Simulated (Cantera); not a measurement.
Input (Python, Cantera) and output of one run.

```python
import numpy as np
import cantera as ct

gas_names = """
    Ca CaCL CaCL2 CaO CaOH CaO2H2 Ca2 CL CLO CL2 H HCL HOCL HO2 H2 H2O H2O2 O OH O2 O3
""".split()
cond_names = """
    Ca(a) Ca(b) Ca(L) CaCL2(s) CaCL2(L) CaO(s) CaO(L) CaO2H2(s) H2O(s) H2O(L)
""".split()


def load(file, names, dense=False):
    # The tables refer to 1 bar. Condensed volumes are neglected.
    table = {s.name: s for s in ct.Species.list_from_file(file)}
    out = []
    for n in names:
        d = dict(table[n].input_data)
        d["thermo"] = dict(d["thermo"], **{"reference-pressure": 1e5})
        if dense:
            d["equation-of-state"] = {"model": "constant-volume", "density": "1e6 g/cm^3"}
        out.append(ct.Species.from_dict(d))
    return out


gas = ct.Solution(thermo="ideal-gas", species=load("nasa_gas.yaml", gas_names))
cond = {s.name: ct.Solution(thermo="fixed-stoichiometry", species=[s], name=s.name)
        for s in load("nasa_condensed.yaml", cond_names, dense=True)}
atoms = {
    'CaO': {'Ca': 1, 'O': 1},
    'Cl2': {'CL': 2},
    'H2': {'H': 2},
}
top_T = {}  # K; cautious upper limits of use, not melting points


def equilibrate(T, P, feed):
    n = {}
    for name, mol in feed.items():
        for a, k in atoms[name].items():
            n[a] = n.get(a, 0.0) + k * mol
    gas.TPX = T, P, n
    mass = sum(n.values()) * gas.mean_molecular_weight
    gas.equilibrate("TP")
    valid = [c for c in cond.values() if c.min_temp <= T <= top_T.get(c.name, c.max_temp)]
    mix = ct.Mixture([(gas, mass / gas.mean_molecular_weight)] + [(c, 0.0) for c in valid])
    mix.T, mix.P = T, P
    mix.equilibrate("TP", solver="vcs", rtol=1e-11, max_steps=5000)
    return mix


results = []
feed = {'CaO': 1, 'Cl2': 26, 'H2': 14}  # mol
P = 26  # Pa
for T in [1125, 1175, 1225, 1275, 1325, 1375, 1425]:
    mix = equilibrate(T, P, feed)
    results.append((T, P, feed, dict(zip(mix.species_names, mix.species_moles))))
    x = sorted(zip(gas.X, gas.species_names), reverse=True)
    print(f"T = {T:g} K  P = {P:g} Pa  gas = {mix.phase_moles(0):.4g} mol")
    print("   x: " + "  ".join(f"{s} {v:.3e}" for v, s in x if v > 0.0001))
    print("   condensed (mol): " + ("  ".join(f"{mix.phase(i).name} {mix.phase_moles(i):.4g}"
          for i in range(1, mix.n_phases) if mix.phase_moles(i) > 1e-12) or "none"))
```

It prints:

```
T = 1125 K  P = 26 Pa  gas = 40.93 mol
   x: HCL 6.830e-01  CL2 2.382e-01  CL 6.210e-02  O2 1.195e-02  CaCL2 4.209e-03  H2O 5.296e-04
   condensed (mol): CaCL2(L) 0.8277
T = 1175 K  P = 26 Pa  gas = 42.29 mol
   x: HCL 6.612e-01  CL2 2.092e-01  CL 1.027e-01  CaCL2 1.490e-02  O2 1.161e-02  H2O 4.253e-04
   condensed (mol): CaCL2(L) 0.3696
T = 1225 K  P = 26 Pa  gas = 43.94 mol
   x: HCL 6.365e-01  CL2 1.722e-01  CL 1.571e-01  CaCL2 2.276e-02  O2 1.119e-02  H2O 3.667e-04
   condensed (mol): none
T = 1275 K  P = 26 Pa  gas = 45.54 mol
   x: HCL 6.141e-01  CL 2.218e-01  CL2 1.310e-01  CaCL2 2.196e-02  O2 1.080e-02  H2O 3.505e-04
   condensed (mol): none
T = 1325 K  P = 26 Pa  gas = 47.27 mol
   x: HCL 5.916e-01  CL 2.868e-01  CL2 8.970e-02  CaCL2 2.116e-02  O2 1.038e-02  H2O 3.766e-04
   condensed (mol): none
T = 1375 K  P = 26 Pa  gas = 48.81 mol
   x: HCL 5.727e-01  CL 3.409e-01  CL2 5.537e-02  CaCL2 2.049e-02  O2 1.000e-02  H2O 4.609e-04
   condensed (mol): none
T = 1425 K  P = 26 Pa  gas = 49.94 mol
   x: HCL 5.594e-01  CL 3.786e-01  CL2 3.158e-02  CaCL2 2.002e-02  O2 9.679e-03  H2O 6.311e-04
   condensed (mol): none
```

Method: chemical equilibrium by Gibbs-energy minimisation in Cantera with the NASA 1993 tables (ideal gas, pure condensed phases). Condensed phases not in the tables: oxide chlorides.
